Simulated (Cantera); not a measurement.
Cantera run, input and output.

```python
import numpy as np
import cantera as ct

gas = ct.Solution("gri30.yaml")
gas.TPX = 1475, 1100000, {'CH4': 0.47, 'O2': 2, 'N2': 13.2}
reactor = ct.IdealGasReactor(gas, energy="on", clone=False)
net = ct.ReactorNet([reactor])
net.rtol, net.atol = 1e-08, 1e-16
show = ['CH4', 'O2', 'NO2', 'CH2O', 'C2H6', 'CO2']
times = np.geomspace(1e-06, 1, 13)

steps = ct.SolutionArray(gas, extra=["t"])
rows = []
print(f"{'t/s':>10s}{'T/K':>9s}{'P/Pa':>11s}" + "".join(f"{s:>11s}" for s in show))
for t in times:
    while net.time < t:
        t_next = net.step()
        steps.append(gas.state, t=t_next)
    rows.append([np.interp(t, steps.t, y) for y in (steps.T, steps.P, *steps(*show).X.T)])
    print(f"{t:10.3e}{rows[-1][0]:9.1f}{rows[-1][1]:11.4g}" + "".join(f"{x:11.3e}" for x in rows[-1][2:]))
rate = np.gradient(steps.T, steps.t)
print("integrator steps:", len(steps.t))
if steps.T.max() > steps.T[0] + 200:
    print(f"time of steepest temperature rise: {steps.t[rate.argmax()]:.4e} s")
gas.TPX = 1475, 1100000, {'CH4': 0.47, 'O2': 2, 'N2': 13.2}
gas.equilibrate("UV")
print(f"equilibrium (UV): T = {gas.T:.1f} K  " + "  ".join(f"{s} {gas[s].X[0]:.3e}" for s in show))
```

Result:

```
       t/s      T/K       P/Pa        CH4         O2        NO2       CH2O       C2H6        CO2
 1.000e-06   1475.0    1.1e+06  2.999e-02  1.276e-01  1.381e-21  3.743e-09  6.234e-12  1.704e-13
 3.162e-06   1475.0    1.1e+06  2.999e-02  1.276e-01  6.675e-20  4.219e-08  2.401e-10  3.664e-12
 1.000e-05   1475.0    1.1e+06  2.999e-02  1.276e-01  3.713e-18  5.314e-07  1.137e-08  1.292e-10
 3.162e-05   1475.0    1.1e+06  2.997e-02  1.276e-01  2.990e-16  9.116e-06  9.504e-07  9.563e-09
 1.000e-04   1476.9  1.101e+06  2.960e-02  1.274e-01  4.227e-14  1.587e-04  6.496e-05  8.097e-07
 3.162e-04   2286.5  1.707e+06  6.378e-16  6.714e-02  1.088e-07  2.535e-13  4.164e-29  2.963e-02
 1.000e-03   2286.3  1.707e+06  3.116e-20  6.701e-02  7.204e-07  2.163e-13  1.956e-36  2.967e-02
 3.162e-03   2284.3  1.705e+06  1.101e-20  6.667e-02  2.560e-06  2.124e-13 -2.482e-37  2.967e-02
 1.000e-02   2279.1  1.701e+06  1.019e-20  6.575e-02  7.436e-06  2.022e-13  3.507e-38  2.968e-02
 3.162e-02   2269.8  1.694e+06  8.812e-21  6.412e-02  1.609e-05  1.851e-13  4.450e-38  2.970e-02
 1.000e-01   2264.0   1.69e+06  8.051e-21  6.312e-02  2.137e-05  1.753e-13  7.895e-38  2.970e-02
 3.162e-01   2263.7  1.689e+06  8.009e-21  6.306e-02  2.168e-05  1.747e-13  2.220e-38  2.970e-02
 1.000e+00   2263.7  1.689e+06  8.009e-21  6.306e-02  2.168e-05  1.747e-13  2.261e-38  2.970e-02
integrator steps: 1785
time of steepest temperature rise: 2.6128e-04 s
equilibrium (UV): T = 2263.7 K  CH4 1.229e-20  O2 6.306e-02  NO2 2.168e-05  CH2O 1.747e-13  C2H6 3.716e-38  CO2 2.970e-02
```

Cantera simulation using GRI-Mech 3.0 (53 species, 325 reactions); the numbers are that mechanism's predictions, not measurements.
